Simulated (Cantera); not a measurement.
**Counterflow diffusion flame**

A counterflow diffusion flame at 2.80 bar, nozzles 20 mm apart: fuel side CH4 = 1 (molar parts) at 450 K, oxidiser side O2 : N2 = 0.23 : 0.77 (molar parts) at 625 K, fuel mass flux 0.99 times the oxidiser's; mixture-averaged transport, no radiation.

Model: GRI-Mech 3.0 (53 species, 325 reactions), integrated in Cantera. GRI-Mech 3.0 has no aromatics or soot, which form on the fuel side of real flames. The maximum strain rate includes the flame's own expansion and is several times the mean.

```json
[
 {"oxidiser flux (kg/m²/s)": "0.7", "max strain (1/s)": "250", "mean strain (1/s)": "51.3", "T max (K)": "2381", "peak x OH": "0.00974", "peak x H": "0.00325", "peak x NO": "0.000566", "peak x CO": "0.0706", "peak x C2H2": "0.0202"},
 {"oxidiser flux (kg/m²/s)": "0.95", "max strain (1/s)": "330", "mean strain (1/s)": "69.6", "T max (K)": "2360", "peak x OH": "0.00991", "peak x H": "0.00342", "peak x NO": "0.000516", "peak x CO": "0.0687", "peak x C2H2": "0.0195"},
 {"oxidiser flux (kg/m²/s)": "1.3", "max strain (1/s)": "439", "mean strain (1/s)": "95.3", "T max (K)": "2341", "peak x OH": "0.0101", "peak x H": "0.00360", "peak x NO": "0.000475", "peak x CO": "0.0670", "peak x C2H2": "0.0187"},
 {"oxidiser flux (kg/m²/s)": "1.7", "max strain (1/s)": "561", "mean strain (1/s)": "125", "T max (K)": "2328", "peak x OH": "0.0102", "peak x H": "0.00376", "peak x NO": "0.000446", "peak x CO": "0.0658", "peak x C2H2": "0.0181"},
 {"oxidiser flux (kg/m²/s)": "2.3", "max strain (1/s)": "740", "mean strain (1/s)": "169", "T max (K)": "2314", "peak x OH": "0.0104", "peak x H": "0.00395", "peak x NO": "0.000413", "peak x CO": "0.0645", "peak x C2H2": "0.0173"},
 {"oxidiser flux (kg/m²/s)": "3.2", "max strain (1/s)": "1000", "mean strain (1/s)": "235", "T max (K)": "2298", "peak x OH": "0.0104", "peak x H": "0.00412", "peak x NO": "0.000375", "peak x CO": "0.0632", "peak x C2H2": "0.0162"},
 {"oxidiser flux (kg/m²/s)": "4.3", "max strain (1/s)": "1310", "mean strain (1/s)": "315", "T max (K)": "2283", "peak x OH": "0.0104", "peak x H": "0.00427", "peak x NO": "0.000339", "peak x CO": "0.0621", "peak x C2H2": "0.0151"},
 {"oxidiser flux (kg/m²/s)": "5.8", "max strain (1/s)": "1720", "mean strain (1/s)": "425", "T max (K)": "2268", "peak x OH": "0.0104", "peak x H": "0.00440", "peak x NO": "0.000301", "peak x CO": "0.0612", "peak x C2H2": "0.0141"},
 {"oxidiser flux (kg/m²/s)": "7.8", "max strain (1/s)": "2260", "mean strain (1/s)": "572", "T max (K)": "2251", "peak x OH": "0.0102", "peak x H": "0.00450", "peak x NO": "0.000260", "peak x CO": "0.0604", "peak x C2H2": "0.0130"}
]
```
x: mole fraction; the columns are a selection and need not sum to one.
